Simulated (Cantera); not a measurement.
An isothermal, constant-pressure homogeneous reactor starts with NO : N2 = 1 : 0.14 (molar parts), at 2200 K and 690 Torr. Integrator tolerance rtol = 1e-08.

Detailed kinetics in Cantera: GRI-Mech 3.0 (53 species, 325 reactions).

Question: What does this change do: temperature 2200 to 1600 K?

Answer: 
| quantity | before | after |
|---|---|---|
| x(NO) at 2.00 s | 0.0152 (gas-phase equilibrium 0.0152) | 0.797 (gas-phase equilibrium 0.00237) |
| x(NO2) at 2.00 s | 2.65e-5 (gas-phase equilibrium 2.65e-5) | 0.00139 (gas-phase equilibrium 1.32e-5) |
| x(O2) at 2.00 s | 0.430 (gas-phase equilibrium 0.430) | 0.0391 (gas-phase equilibrium 0.437) |
| x(O) at 2.00 s | 0.00186 (gas-phase equilibrium 0.00186) | 3.30e-6 (gas-phase equilibrium 1.01e-5) |
| x(N2O) at 2.00 s | 6.79e-7 (gas-phase equilibrium 6.79e-7) | 0.000229 (gas-phase equilibrium 1.14e-7) |
| x(N2) at 2.00 s | 0.553 (gas-phase equilibrium 0.553) | 0.163 (gas-phase equilibrium 0.560) |
